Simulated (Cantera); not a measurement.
Cantera run, input and output.

```python
import numpy as np
import cantera as ct

surf = ct.Interface("ptcombust.yaml", "Pt_surf")
gas = surf.adjacent["gas"]
gas.TPX = 300, 2200, {'CH4': 0.052, 'O2': 0.083, 'N2': 0.79}
jet = ct.ImpingingJet(gas=gas, width=0.07, surface=surf)
jet.inlet.mdot, jet.inlet.T, jet.inlet.X = 0.14, 300, {'CH4': 0.052, 'O2': 0.083, 'N2': 0.79}
jet.set_refine_criteria(ratio=10, slope=0.2, curve=0.3)
show, cover = ['CH4', 'O2', 'H2O', 'OH', 'CO', 'CO2'], ["PT(S)", "H(S)", "O(S)", "OH(S)", "CO(S)", "C(S)"]

rows = []
print(f"{'Ts/K':>7s}" + "".join(f"{s:>11s}" for s in show + cover) + "   (gas at the wall, coverages)")
for i, Ts in enumerate([850, 900, 950, 1000, 1050]):
    jet.surface.T = Ts
    if i == 0:
        surf.TP = Ts, 2200
        surf.coverages = "PT(S):0.5, O(S):0.5"
        surf.advance_coverages(1.0)
        jet.set_initial_guess(products="inlet")
    jet.solve(loglevel=0, auto=(i == 0))
    rows.append([*(jet.X[gas.species_index(s), -1] for s in show), *surf[cover].coverages])
    print(f"{Ts:7g}" + "".join(f"{x:11.3e}" for x in rows[-1]))
```

Output:

```
   Ts/K        CH4         O2        H2O         OH         CO        CO2      PT(S)       H(S)       O(S)      OH(S)      CO(S)       C(S)   (gas at the wall, coverages)
    850  4.919e-02  7.466e-02  1.329e-02  1.118e-08  1.699e-05  8.640e-03  2.339e-01  2.658e-08  7.655e-01  6.134e-04  1.965e-05  5.025e-08
    900  4.349e-02  6.249e-02  2.396e-02  4.594e-08  2.239e-05  1.564e-02  3.237e-01  8.494e-08  6.755e-01  7.242e-04  1.771e-05  6.307e-08
    950  3.674e-02  4.812e-02  3.653e-02  1.514e-07  2.805e-05  2.392e-02  4.246e-01  2.273e-07  5.747e-01  7.698e-04  1.527e-05  7.312e-08
   1000  2.971e-02  3.321e-02  4.953e-02  4.084e-07  3.476e-05  3.255e-02  5.389e-01  5.484e-07  4.603e-01  7.519e-04  1.337e-05  8.366e-08
   1050  1.257e-02  7.433e-03  8.009e-02  2.639e-08  2.023e-02  2.982e-02  9.871e-01  1.012e-04  2.554e-04  2.785e-05  1.236e-02  1.748e-04
```

Model: Deutschmann's 1995 Pt surface mechanism with GRI-Mech 3.0 gas chemistry, integrated in Cantera. Catalytic surfaces can have several steady states; this one follows from the mechanism file's or the stated starting coverage.
